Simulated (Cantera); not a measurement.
# Low-pressure radical oxidation in H2/O2

An isothermal, constant-pressure homogeneous reactor starts with 1.45 % H2, 96.4 % O2, 2.12 % N2, at 1000 K and 0.0355 atm.

Computed with Cantera and GRI-Mech 3.0 (53 species, 325 reactions). Radical loss at walls, strong at low pressure, is not modelled.

```tsv
t (s)	x H2	x O2	x O	x H	x HO2
0.000500	0.0145	0.964	3.95e-10	1.11e-10	2.00e-10
0.00230	0.0145	0.964	2.01e-7	4.56e-8	1.09e-8
0.0106	0.000283	0.960	0.00364	0.000455	7.32e-6
0.0486	8.45e-6	0.964	0.000350	8.28e-6	1.74e-6
0.224	4.69e-7	0.964	2.21e-5	1.33e-7	2.95e-7
1.03	2.52e-8	0.964	1.69e-6	2.87e-9	3.59e-8
4.73	2.12e-9	0.964	2.03e-7	1.19e-10	5.02e-9
21.7	2.98e-10	0.964	3.32e-8	7.86e-12	9.29e-10
100	5.38e-11	0.964	6.37e-9	<1e-12	3.36e-10
```
x: mole fraction; the columns are a selection and need not sum to one.

Equilibrium at this temperature and pressure: H2 6.88e-12, O2 0.964, O 8.19e-10, H <1e-12, HO2 4.86e-10 (gas phase only).
